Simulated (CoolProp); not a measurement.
Properties of hexamethyldisiloxane (MM) along the isotherm 281.05 °C.

Values from CoolProp's reference Helmholtz-energy equation of state, Thol 2016.

| p (MPa) | phase | density (kg/m³) | cp (kJ/(kg K)) | cv (kJ/(kg K)) | isothermal compressibility (1/MPa) | fugacity coefficient |
|---|---|---|---|---|---|---|
| 0.322 | gas | 11.92 | 2.155 | 2.089 | 3.268 | 0.9534 |
| 0.644 | gas | 25.21 | 2.183 | 2.096 | 1.735 | 0.9076 |
| 0.966 | gas | 40.23 | 2.219 | 2.104 | 1.240 | 0.8629 |
| 1.29 | gas | 57.67 | 2.272 | 2.113 | 1.009 | 0.8189 |
| 1.61 | gas | 78.00 | 2.351 | 2.123 | 0.8922 | 0.7763 |
| 1.93 | gas | 102.8 | 2.478 | 2.136 | 0.8426 | 0.7347 |
| 2.25 | supercritical | 134.5 | 2.703 | 2.152 | 0.8489 | 0.6938 |
| 2.57 | supercritical | 177.8 | 3.108 | 2.173 | 0.8928 | 0.6536 |
| 2.9 | supercritical | 238.3 | 3.619 | 2.194 | 0.8506 | 0.6130 |
| 3.22 | supercritical | 300.1 | 3.588 | 2.197 | 0.5565 | 0.5757 |
| 3.54 | supercritical | 342.6 | 3.236 | 2.187 | 0.3031 | 0.5423 |
| 3.86 | supercritical | 369.8 | 3.013 | 2.177 | 0.1886 | 0.5133 |
| 4.18 | supercritical | 388.9 | 2.881 | 2.169 | 0.1327 | 0.4883 |
| 4.51 | supercritical | 404.0 | 2.794 | 2.164 | 0.1004 | 0.4660 |
| 4.83 | supercritical | 415.8 | 2.736 | 2.159 | 0.08074 | 0.4473 |

The peak of cp marks the crossing from liquid-like to gas-like fluid above the critical point.
